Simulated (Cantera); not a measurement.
## Low-pressure radical oxidation in H2/O2

An isothermal, constant-pressure homogeneous reactor starts with 14.5 % H₂, 85.5 % O₂, equivalence ratio 0.085, at 1150 K and 0.0263 atm.

Detailed kinetics in Cantera: the H2/O2 subset of GRI-Mech 3.0, which has no nitrogen chemistry. Radical loss at walls, strong at low pressure, is not modelled. The temperature is held fixed by assumption; the heat of reaction is taken as removed at once.

```json
[
 {"t (s)": "9.00e-5", "x H₂": "0.145", "x O₂": "0.855", "x H₂O₂": "5.17e-12", "x O": "8.22e-9", "x H": "1.15e-8", "x OH": "4.90e-9"},
 {"t (s)": "0.000194", "x H₂": "0.145", "x O₂": "0.855", "x H₂O₂": "2.46e-11", "x O": "8.88e-8", "x H": "1.10e-7", "x OH": "5.05e-8"},
 {"t (s)": "0.000420", "x H₂": "0.145", "x O₂": "0.855", "x H₂O₂": "2.13e-10", "x O": "9.66e-6", "x H": "1.18e-5", "x OH": "5.47e-6"},
 {"t (s)": "0.000906", "x H₂": "0.0492", "x O₂": "0.800", "x H₂O₂": "1.01e-6", "x O": "0.0295", "x H": "0.0390", "x OH": "0.0100"},
 {"t (s)": "0.00196", "x H₂": "0.00474", "x O₂": "0.788", "x H₂O₂": "5.03e-7", "x O": "0.0446", "x H": "0.0298", "x OH": "0.00625"},
 {"t (s)": "0.00423", "x H₂": "0.00256", "x O₂": "0.816", "x H₂O₂": "5.95e-7", "x O": "0.0228", "x H": "0.0108", "x OH": "0.00458"},
 {"t (s)": "0.00913", "x H₂": "0.000801", "x O₂": "0.835", "x H₂O₂": "5.86e-7", "x O": "0.00693", "x H": "0.00175", "x OH": "0.00251"},
 {"t (s)": "0.0197", "x H₂": "0.000170", "x O₂": "0.841", "x H₂O₂": "4.14e-7", "x O": "0.00147", "x H": "0.000166", "x OH": "0.00114"},
 {"t (s)": "0.0426", "x H₂": "3.41e-5", "x O₂": "0.843", "x H₂O₂": "2.24e-7", "x O": "0.000301", "x H": "1.55e-5", "x OH": "0.000517"},
 {"t (s)": "0.0920", "x H₂": "7.89e-6", "x O₂": "0.843", "x H₂O₂": "1.09e-7", "x O": "7.24e-5", "x H": "1.83e-6", "x OH": "0.000255"},
 {"t (s)": "0.199", "x H₂": "2.19e-6", "x O₂": "0.843", "x H₂O₂": "5.14e-8", "x O": "2.09e-5", "x H": "2.85e-7", "x OH": "0.000137"},
 {"t (s)": "0.429", "x H₂": "7.10e-7", "x O₂": "0.843", "x H₂O₂": "2.43e-8", "x O": "7.01e-6", "x H": "5.52e-8", "x OH": "7.93e-5"},
 {"t (s)": "0.926", "x H₂": "2.58e-7", "x O₂": "0.843", "x H₂O₂": "1.15e-8", "x O": "2.60e-6", "x H": "1.25e-8", "x OH": "4.83e-5"},
 {"t (s)": "2.00", "x H₂": "1.01e-7", "x O₂": "0.843", "x H₂O₂": "5.42e-9", "x O": "1.04e-6", "x H": "3.14e-9", "x OH": "3.05e-5"}
]
```
x: mole fraction; the columns are a selection and need not sum to one.

Equilibrium at this temperature and pressure: H₂ 4.52e-9, O₂ 0.843, H₂O₂ 3.53e-10, O 4.71e-8, H 3.09e-11, OH 6.48e-6 (gas phase only).
